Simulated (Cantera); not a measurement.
Standard-state values (1 bar) from the NASA 1993 polynomials, evaluated with Cantera. Values are per mole of reaction as written; species without (g) are pure solids or liquids, kept so even where they would boil at 1 bar.

6 OH(g) + 2 Cr → 3 H2O(g) + Cr2O3

| T (K) | ΔH° (kJ) | ΔS° (J/K) | ΔG° (kJ) | log10 K | condensed phases |
|---|---|---|---|---|---|
| 1223 | -2098.2 | -508.3 | -1476.5 | 63.06 | Cr(s), Cr2O3(s) |
| 1423 | -2098.6 | -508.6 | -1374.9 | 50.47 | Cr(s), Cr2O3(s) |
| 1623 | (withheld) | (withheld) | (withheld) | (withheld) | Cr(s), Cr2O3(s) |
| 1823 | -2102.2 | -510.8 | -1171.0 | 33.55 | Cr(s), Cr2O3(s) |
| 2023 | (withheld) | (withheld) | (withheld) | (withheld) | Cr(s), Cr2O3(s) |
| 2223 | (withheld) | (withheld) | (withheld) | (withheld) | Cr(l), Cr2O3(s) |
| 2423 | -2146.3 | -531.8 | -857.8 | 18.49 | Cr(l), Cr2O3(s) |
| 2623 | -2013.8 | -480.9 | -752.5 | 14.99 | Cr(l), Cr2O3(l) |
| 2823 | -2008.5 | -478.9 | -656.6 | 12.15 | Cr(l), Cr2O3(l) |

What belongs in the gaps?


- 1623, ΔH° (kJ): -2099.9
- 1623, ΔS° (J/K): -509.4
- 1623, ΔG° (kJ): -1273.1
- 1623, log10 K: 40.97
- 2023, ΔH° (kJ): -2105.7
- 2023, ΔS° (J/K): -512.6
- 2023, ΔG° (kJ): -1068.7
- 2023, log10 K: 27.59
- 2223, ΔH° (kJ): -2148.3
- 2223, ΔS° (J/K): -532.6
- 2223, ΔG° (kJ): -964.3
- 2223, log10 K: 22.66
